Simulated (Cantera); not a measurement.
Input: 1 mol SiH4, 1.1 mol NH3, at 49.0 mbar.

These are equilibrium values from Cantera (NASA tables, ideal gas, pure condensed phases), not measurements of a reactor. Candidate condensed phases: Si, Si3N4; 18 gas species. Mutual solubility and eutectic melting of coexisting phases are not modelled. The numbers say what is thermodynamically allowed, not how fast it happens. All values below are at 1125 K.

Base state: H2 1.00 (mole fractions); condensed: Si(s) + Si3N4(s).

**Question.** What changes in the equilibrium state with this change: SiH4 replaced by SiHCl3?

**Answer.** 
| species | before | after |
|---|---|---|
| HCl | 0 | 0.426 |
| H2 | 1.00 | 0.417 |
| SiCl4 | 0 | 0.111 |
| N2 | 4.85e-8 | 0.0420 |
| SiHCl3 | 0 | 0.00189 |
| SiCl3 | 0 | 0.000959 |
| SiCl2 | 0 | 0.000102 |
| Si(s), mol | 0.175 | 0 |
| Si3N4(s), mol | 0.275 | 0.203 |
The tables' values for SiCl3 are old estimates; treat these amounts as uncertain. Further candidate phases: NH4Cl.
